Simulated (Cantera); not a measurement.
**Ammonia decomposition in nitride growth gas**

An isothermal, constant-pressure homogeneous reactor starts with 74.1 % NH₃, 25.9 % N₂, at 1698 K and 101000 Pa.

Detailed kinetics in Cantera: the gas-phase N/H chemistry of the illustrative SiF4/NH3 mechanism in the Surface Chemkin manual (1991). Walls and surfaces, which speed up NH3 decomposition in real reactors, are not modelled.

| t (s) | x NH₃ | x N₂H₂ | x N | x N₂H₄ | x N₂ | x NH | x H |
|---|---|---|---|---|---|---|---|
| 2.00e-5 | 0.741 | 5.42e-10 | <1e-12 | 3.30e-10 | 0.259 | 5.35e-10 | 1.87e-8 |
| 0.000158 | 0.741 | 5.87e-8 | 2.13e-11 | 2.18e-8 | 0.259 | 5.51e-8 | 2.10e-8 |
| 0.00124 | 0.740 | 9.90e-7 | 3.60e-10 | 3.10e-7 | 0.259 | 5.39e-7 | 9.31e-8 |
| 0.00982 | 0.735 | 1.02e-6 | 2.23e-9 | 3.14e-7 | 0.260 | 6.01e-7 | 5.71e-7 |
| 0.0775 | 0.694 | 9.15e-7 | 1.22e-8 | 2.68e-7 | 0.266 | 7.59e-7 | 4.05e-6 |
| 0.611 | 0.474 | 4.65e-7 | 2.35e-8 | 1.44e-7 | 0.296 | 7.73e-7 | 2.48e-5 |
| 4.82 | 0.103 | 3.73e-8 | 1.54e-8 | 1.27e-8 | 0.347 | 3.33e-7 | 8.11e-5 |
| 38.0 | 0.00926 | 4.48e-10 | 2.47e-9 | 1.49e-10 | 0.360 | 4.37e-8 | 0.000112 |
| 300 | 0.00102 | 5.77e-12 | 2.89e-10 | 1.89e-12 | 0.362 | 5.02e-9 | 0.000115 |
x: mole fraction; the columns are a selection and need not sum to one.

Equilibrium at this temperature and pressure: NH₃ 1.12e-5, N₂H₂ <1e-12, N 3.18e-12, N₂H₄ <1e-12, N₂ 0.362, NH 5.52e-11, H 0.000116 (gas phase only).
